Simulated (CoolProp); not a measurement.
Saturation properties of n-heptane (Tc = 541.2 K, pc = 2.774 MPa, ω = 0.349).

Values from CoolProp's reference Helmholtz-energy equation of state, Span 2003. It is a short technical equation, of lower accuracy than the large ones.

```tsv
T (K)	p (MPa)	vapour Z	surface tension (mN/m)	vapour viscosity (µPa s)
340.8	0.03724	0.9737	15.6	6.65
348.5	0.04881	0.9681	14.8	6.79
356.3	0.06330	…	…	6.93
364	…	0.9547	13.4	7.07
371.7	0.1018	0.9467	12.7	7.22
379.5	…	0.9378	12.0	7.37
387.2	0.1571	0.9281	11.2	7.51
395	…	0.9172	10.5	7.67
402.7	0.2332	…	9.86	7.83
410.5	0.2808	…	9.17	7.99
418.2	0.3348	0.8787	8.50	8.17
```

Some entries are withheld; supply them.


- 356.3, vapour Z: 0.9618
- 356.3, surface tension (mN/m): 14.1
- 364, p (MPa): 0.08077
- 379.5, p (MPa): 0.1273
- 395, p (MPa): 0.1925
- 402.7, vapour Z: 0.9055
- 410.5, vapour Z: 0.8926

It boils at 371.5 K under 1 atm.

Viscosity comes from a separate model (Michailidou 2014). Surface tension comes from a separate correlation (Mulero 2012).
